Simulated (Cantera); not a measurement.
## Ignition delay

Mixture: 4.38 % C₃H₈, 19.9 % O₂, 75.7 % N₂, equivalence ratio 1.1, at 10.0 bar, adiabatic and at constant volume. Ignition delay is the time to a rise of 400 K.

Computed with Cantera and GRI-Mech 3.0 (53 species, 325 reactions). GRI-Mech 3.0 was tuned for natural gas; its chemistry of propane as a main component is partial and can be far from experiment.

```csv
T0 (K),delay (ms)
1125,6.58
1175,2.58
1225,1.03
1275,0.431
1325,0.189
1375,0.0890
1425,0.0448
1475,0.0243
```

| Quantity | Result |
|---|---|
| apparent activation energy between 1375 and 1475 K | 220 kJ/mol |
